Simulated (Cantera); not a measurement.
Input (Python, Cantera) and output of one run.

```python
import numpy as np
import cantera as ct

gas_names = [...]  # 169 gases of nasa_gas.yaml made of C, H, N, O
cond_names = """
    C(gr) C6H6(L) C7H8(L) C8H18(L),n-octa H2O(s) H2O(L)
""".split()


# ... load() reads the species with a 1 bar reference pressure and builds the phases ...
atoms = {
    'C6H6': {'C': 6, 'H': 6},
    'H2O': {'H': 2, 'O': 1},
    'N2': {'N': 2},
    'H2': {'H': 2},
}
top_T = {'C(gr)': 4500}  # K; cautious upper limits of use, not melting points


# ... equilibrate(T, P, feed) seeds the gas with the atoms and calls Mixture.equilibrate('TP', solver="vcs", rtol=1e-11, max_steps=5000) ...
results = []
feed = {'C6H6': 1, 'H2O': 2, 'N2': 0.93, 'H2': 91}  # mol
P = 13332.2  # Pa
for T in [2000, 2500, 3000, 3500, 4000, 4500, 5000]:
    mix = equilibrate(T, P, feed)
    results.append((T, P, feed, dict(zip(mix.species_names, mix.species_moles))))

top = {s: max(r[3][s] / sum(r[3][g] for g in gas_names) for r in results) for s in gas_names}
cols = sorted((s for s in top if top[s] > 0.0001), key=lambda s: -top[s])[:6]
seen = [c for c in cond_names if any(r[3].get(c, 0) > 1e-12 for r in results)]
print("log10 of partial pressures in bar; condensed amounts in mol")
print(f"{'T/K':>10s}" + "".join(f"{s[:9]:>10s}" for s in cols + seen))
for T, P, feed, n in results:
    ng = sum(n[g] for g in gas_names)
    print(f"{T:10.4g}" + "".join(f"{np.log10(max(n[s] / ng * P / 1e5, 1e-99)):10.3f}" for s in cols)
          + "".join(f"{n.get(c, 0):10.4g}" for c in seen))
```

Output:

```
log10 of partial pressures in bar; condensed amounts in mol
       T/K        H2         H        CO         C C2H2,acet        N2     C(gr)
      2000    -0.891    -3.234    -2.570   -10.517    -4.005    -2.937     3.706
      2500    -0.924    -2.062    -2.584    -6.779    -2.890    -3.086     1.385
      3000    -1.084    -1.343    -2.651    -4.562    -2.825    -3.240         0
      3500    -1.540    -0.999    -2.781    -3.218    -3.589    -3.317         0
      4000    -2.226    -0.911    -2.852    -2.673    -5.430    -3.291         0
      4500    -2.868    -0.895    -2.869    -2.592    -7.649    -3.314         0
      5000    -3.403    -0.893    -2.889    -2.572    -9.533    -3.505         0
```

Equilibrium computed with Cantera from the NASA thermochemical tables; the gas is ideal and each condensed phase is pure.
